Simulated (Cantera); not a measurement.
# Silicon etching in halogen gases: Si + HBr + N2

A closed system holds: 1 mol Si, 20 mol HBr, 36 mol N2, equilibrated at 0.00290 bar.

Equilibrium computed with Cantera from the NASA thermochemical tables; the gas is ideal and each condensed phase is pure. Candidate condensed phases: Br2, Si, Si3N4; 28 gas species. The tables' values for SiBr3 are old estimates; treat these amounts as uncertain. Equilibrium is a limit: real reactors are often held back by kinetics, nucleation or transport.

From 525 °C to 1075 °C nothing is condensed. The main Si-bearing gas is SiBr4 at 525 °C and SiBr2 at 1075 °C.

```json
[
 {"T (°C)": "525", "log p N2": "-2.72", "log p HBr": "-3.07", "log p H2": "-3.98", "log p SiBr4": "-4.28", "log p Br": "-8.50", "log p SiBr2": "-11.36"},
 {"T (°C)": "575", "log p N2": "-2.72", "log p HBr": "-3.07", "log p H2": "-3.98", "log p SiBr4": "-4.28", "log p Br": "-7.92", "log p SiBr2": "-10.27"},
 {"T (°C)": "625", "log p N2": "-2.72", "log p HBr": "-3.07", "log p H2": "-3.98", "log p SiBr4": "-4.28", "log p Br": "-7.40", "log p SiBr2": "-9.31"},
 {"T (°C)": "675", "log p N2": "-2.72", "log p HBr": "-3.07", "log p H2": "-3.98", "log p SiBr4": "-4.28", "log p Br": "-6.94", "log p SiBr2": "-8.45"},
 {"T (°C)": "725", "log p N2": "-2.72", "log p HBr": "-3.07", "log p H2": "-3.98", "log p SiBr4": "-4.28", "log p Br": "-6.52", "log p SiBr2": "-7.68"},
 {"T (°C)": "775", "log p N2": "-2.72", "log p HBr": "-3.07", "log p H2": "-3.98", "log p SiBr4": "-4.28", "log p Br": "-6.14", "log p SiBr2": "-6.98"},
 {"T (°C)": "825", "log p N2": "-2.72", "log p HBr": "-3.07", "log p H2": "-3.98", "log p SiBr4": "-4.29", "log p Br": "-5.79", "log p SiBr2": "-6.36"},
 {"T (°C)": "875", "log p N2": "-2.72", "log p HBr": "-3.07", "log p H2": "-3.98", "log p SiBr4": "-4.30", "log p Br": "-5.47", "log p SiBr2": "-5.80"},
 {"T (°C)": "925", "log p N2": "-2.72", "log p HBr": "-3.07", "log p H2": "-3.99", "log p SiBr4": "-4.34", "log p Br": "-5.18", "log p SiBr2": "-5.33"},
 {"T (°C)": "975", "log p N2": "-2.72", "log p HBr": "-3.07", "log p H2": "-4.01", "log p SiBr4": "-4.42", "log p Br": "-4.90", "log p SiBr2": "-4.95"},
 {"T (°C)": "1025", "log p N2": "-2.73", "log p HBr": "-3.07", "log p H2": "-4.03", "log p SiBr4": "-4.56", "log p Br": "-4.64", "log p SiBr2": "-4.68"},
 {"T (°C)": "1075", "log p N2": "-2.73", "log p HBr": "-3.07", "log p H2": "-4.05", "log p SiBr4": "-4.78", "log p Br": "-4.40", "log p SiBr2": "-4.50"}
]
```
log p: log10 of the partial pressure in bar; nothing condenses.
